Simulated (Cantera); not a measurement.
An adiabatic, constant-pressure homogeneous reactor starts with 6.93 % CH4, 19.6 % O2, 73.5 % N2, at 1250 K and 0.622 atm.

Model: GRI-Mech 3.0 (53 species, 325 reactions), integrated in Cantera.

Predict: time of steepest temperature rise; temperature at 1.00 s; equilibrium temperature; x(O2) at 1.00 s; x(NO) at 1.00 s; x(HO2) at 1.00 s.


```json
{
 "time_of_steepest_temperature_rise": "27.5 ms",
 "temperature at 1.00 s": "2463 K",
 "equilibrium_temperature": "2463 K",
 "x(O2) at 1.00 s": "0.0533 (gas-phase equilibrium 0.0533)",
 "x(NO) at 1.00 s": "0.0104 (gas-phase equilibrium 0.0104)",
 "x(HO2) at 1.00 s": "4.65e-6 (gas-phase equilibrium 4.65e-6)"
}
```
